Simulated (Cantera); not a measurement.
B2O3 + N2 (boron, boron nitride and boron oxide)

Input: 1 mol B2O3, 6.7 mol N2, equilibrated at 1330 Pa.

Equilibrium computed with Cantera from the NASA thermochemical tables; the gas is ideal and each condensed phase is pure. Candidate condensed phases: B, BN, B2O3; 17 gas species. Kinetics and transport are ignored.

```tsv
T (K)	log p N2	log p B2O3	log p BO2	log p BO	n B2O3(l)
1200	-1.88	-8.04	-12.09	-12.10	1.000
1300	-1.88	-6.73	-10.48	-10.57	1.000
1400	-1.88	-5.62	-9.11	-9.25	0.999
1500	-1.88	-4.66	-7.94	-8.10	0.989
1600	-1.88	-3.83	-6.91	-7.10	0.925
1700	-1.90	-3.11	-6.02	-6.22	0.582
1800	-1.94	-2.76	-5.40	-5.56	0
```
log p: log10 of the partial pressure in bar; n: condensed amount in mol.

From 1200 K to 1700 K the condensed part is B2O3(l). At 1800 K nothing is condensed. The main B-bearing gas is B2O3 throughout.
